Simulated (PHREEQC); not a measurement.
# Ultrapure water in contact with air or piping (model solution)

Synthetic water in mmol/kgw, 50 °C, pH 6.59, pe 1.2: Na 0.000399; K 0.00573; Ca 0.000755; Mg 0.000269; Cl 0.00369; S(6) 0.00107; Alkalinity (meq/kgw) 0.00227; Li 3.97e-06; Mn(2) 1.44e-06; Sr 1.61e-05; Zn 1.11e-06; Ba 0.000159.

Valence states are taken as typed.

Equilibrium calculation in PHREEQC: ion-association model, wateq4f.dat.

No solid was allowed to form.

### Question
Estimate the charge-balance error.

### Answer
charge-balance error 2.5 %.

### Question
In which forms is C present?

### Answer
HCO3- 67 %, CO2 33 % of the C.

At this temperature some constants are extrapolated from 25 °C, and those without enthalpy data are left unchanged.
